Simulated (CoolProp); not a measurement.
A simple Rankine cycle with n-hexane: condensing at 291.15 K, boiler at 0.321 MPa, turbine inlet 533.8 K, turbine efficiency 0.9, pump efficiency 0.8, no recuperator. Each further row changes one setting.

The numbers come from the reference Helmholtz-energy equation of state, Thol 2019 in CoolProp.

```json
[
 {"case": "as stated", "thermal efficiency (%)": "14.9", "net work (kJ/kg)": "133", "heat in (kJ/kg)": "892", "turbine exit temperature (K)": "479.8", "volume ratio over the turbine": "20.2"},
 {"case": "turbine inlet 553.8 K", "thermal efficiency (%)": "14.6", "net work (kJ/kg)": "138", "heat in (kJ/kg)": "946", "turbine exit temperature (K)": "499.4", "volume ratio over the turbine": "20.1"},
 {"case": "condensing temperature 283.15 K", "thermal efficiency (%)": "16.3", "net work (kJ/kg)": "148", "heat in (kJ/kg)": "909", "turbine exit temperature (K)": "473.4", "volume ratio over the turbine": "29.1"},
 {"case": "boiler pressure 0.225 MPa", "thermal efficiency (%)": "13.3", "net work (kJ/kg)": "119", "heat in (kJ/kg)": "893", "turbine exit temperature (K)": "486.2", "volume ratio over the turbine": "14.2"},
 {"case": "turbine efficiency 0.8", "thermal efficiency (%)": "13.2", "net work (kJ/kg)": "118", "heat in (kJ/kg)": "892", "turbine exit temperature (K)": "485.7", "volume ratio over the turbine": "20.4"}
]
```
